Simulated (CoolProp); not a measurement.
The numbers come from the reference Helmholtz-energy equation of state, Thol 2019 in CoolProp.

### Question
For tetradecamethylhexasiloxane (MD4M), give the phase and the Z, cp (kJ/(kg K)), expansivity (1/kK), fugacity coefficient at 346.85 °C and 0.355 MPa.

### Answer
- 346.85 °C and 0.355 MPa: gas; Z 0.749, cp 2.17, expansivity 4.66, fugacity coefficient 0.797
